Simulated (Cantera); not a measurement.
# Iron carbonyl, mercury and lead vapours: Pb + H2

Feed: 1 mol Pb, 0.49 mol H2.

Cantera equilibrium calculation (NASA polynomials, part measured and part estimated; ideal gas, pure solids and liquids). Candidate condensed phases: Pb; 4 gas species. Rates play no part.

Question: Map the stable condensed phases over T = 923, 948, 973, 998, 1023, 1048, 1073, 1098, 1123, 1148, 1173, 1198, 1223, 1248 K and P in Pa = 10, 42, 180, 750, 3200, 13000, 56000, 240000, 1000000.

Answer: 
```
T in K \ P in Pa
              10      42     180     750    3200   13000   56000  240000 1000000
   1248        A       A       A       B       B       B       B       B       B
   1223        A       A       B       B       B       B       B       B       B
   1198        A       A       B       B       B       B       B       B       B
   1173        A       A       B       B       B       B       B       B       B
   1148        A       B       B       B       B       B       B       B       B
   1123        A       B       B       B       B       B       B       B       B
   1098        A       B       B       B       B       B       B       B       B
   1073        A       B       B       B       B       B       B       B       B
   1048        B       B       B       B       B       B       B       B       B
   1023        B       B       B       B       B       B       B       B       B
    998        B       B       B       B       B       B       B       B       B
    973        B       B       B       B       B       B       B       B       B
    948        B       B       B       B       B       B       B       B       B
    923        B       B       B       B       B       B       B       B       B
```
A: gas only; B: Pb.
